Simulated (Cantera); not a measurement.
An isothermal, constant-pressure homogeneous reactor starts with 15.9 % H₂, 46.7 % O₂, 37.4 % N₂, equivalence ratio 0.17, at 975 K and 86000 Pa.

Detailed kinetics in Cantera: GRI-Mech 3.0 (53 species, 325 reactions). The temperature is held fixed by assumption; the heat of reaction is taken as removed at once.

x: mole fraction; the columns are a selection and need not sum to one.

```tsv
t (s)	x H₂	x O₂	x H	x HO₂	x OH	x NO
0.000300	0.106	0.451	0.00107	0.000340	0.000567	1.34e-8
0.000625	0.0808	0.445	5.77e-7	0.000160	3.64e-7	6.34e-9
0.00130	0.0805	0.444	5.20e-7	8.90e-5	2.98e-7	3.37e-9
0.00271	0.0800	0.444	6.29e-7	9.52e-5	3.71e-7	3.64e-9
0.00565	0.0784	0.444	(withheld)	(withheld)	(withheld)	(withheld)
0.0118	0.0739	0.442	1.12e-6	0.000128	8.08e-7	4.60e-9
0.0245	0.0625	0.439	1.13e-6	0.000134	1.04e-6	4.50e-9
0.0510	0.0423	0.433	7.45e-7	0.000118	1.07e-6	3.70e-9
0.106	0.0193	0.427	3.04e-7	8.07e-5	9.91e-7	2.56e-9
0.221	(withheld)	0.423	(withheld)	(withheld)	(withheld)	(withheld)
0.461	0.00108	0.422	5.44e-9	1.06e-5	3.22e-7	7.16e-10
0.960	0.000286	0.421	5.92e-10	3.43e-6	1.34e-7	3.74e-10
2.00	9.12e-5	0.421	8.23e-11	1.24e-6	5.78e-8	2.33e-10
```

Question: Some entries are withheld; supply them.

Answer: 
- 0.00565, x H: 8.45e-7
- 0.00565, x HO₂: 0.000110
- 0.00565, x OH: 5.32e-7
- 0.00565, x NO: 4.13e-9
- 0.221, x H₂: 0.00502
- 0.221, x H: 5.58e-8
- 0.221, x HO₂: 3.49e-5
- 0.221, x OH: 6.99e-7
- 0.221, x NO: 1.43e-9
